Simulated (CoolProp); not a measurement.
A single-stage vapour-compression cycle with R141b: evaporating at 285.15 K (dew point), condensing at 322.15 K (bubble point), superheat 5 K, subcooling 8 K, compressor efficiency 0.8, no pressure losses. Each further row changes one setting.

Computed with CoolProp (reference Helmholtz-energy equation of state, Lemmon 2006). It is a short technical equation, of lower accuracy than the large ones.

```
case                              cooling COP  pressure ratio  discharge temperature (K)  refrigerating effect (kJ/kg)  volumetric capacity (kJ/m³)
--------------------------------  -----------  --------------  -------------------------  ----------------------------  ---------------------------
as stated                                5.76            3.75                      338.3                           202                          474
evaporating temperature 290.15 K         6.88            3.07                      336.2                           206                          582
condensing temperature 317.15 K          6.77            3.20                      332.4                           208                          488
subcooling 13 K                          5.93            3.75                      338.3                           208                          488
superheat 15 K                           5.76            3.75                      348.8                           210                          474
compressor efficiency 0.7                5.04            3.75                      344.1                           202                          474
```
